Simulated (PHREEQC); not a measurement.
## Copper plating or etch bath

Dissolve 0.27 mol CuSO4, 0.25 mol HBF4 and 6.3e-05 mol H3BO3 per kg of water at 20 °C. Closed to the air; pH follows from the charge balance.

The numbers come from PHREEQC with the ion-association model, wateq4f.dat.

This is a speciation only: nothing precipitates in the calculation.

### Question
What pH does the model give?

### Answer
pH 1.05.

### Question
In which forms is S present?

### Answer
HSO4- 48 %, CuSO4 29 %, SO4-2 23 % of the S.

Ionic strength above about 0.7 mol/kgw puts this run outside the model's range. Real BF4- forms and hydrolyses slowly; the run takes it at equilibrium.
